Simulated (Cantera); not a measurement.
Input: 1 mol SiH4, 0.14 mol NH3, 71 mol N2, held at 1675 K.

Cantera equilibrium calculation (NASA polynomials, part measured and part estimated; ideal gas, pure solids and liquids). Candidate condensed phases: Si, Si3N4; 18 gas species. Rates play no part.

**Question.** Which condensed phases are stable at each of these points (P (Pa)): 5, 15, 45, 140, 410, 1200, 3700, 11000, 33000, 100000?

**Answer.** 
```
P (Pa)  condensed phases  Si condensed (%)
------  ----------------  ----------------
5                  Si(s)              33.6
15                 Si(s)              77.6
45                 Si(s)              92.4
140             Si3N4(s)              97.9
410             Si3N4(s)              99.6
1200            Si3N4(s)              99.9
3700            Si3N4(s)             100.0
11000           Si3N4(s)             100.0
33000           Si3N4(s)             100.0
100000          Si3N4(s)             100.0
```

From 0.0375 Torr to 0.338 Torr the condensed part is Si(s). From 1.05 Torr to 750 Torr the condensed part is Si3N4(s).
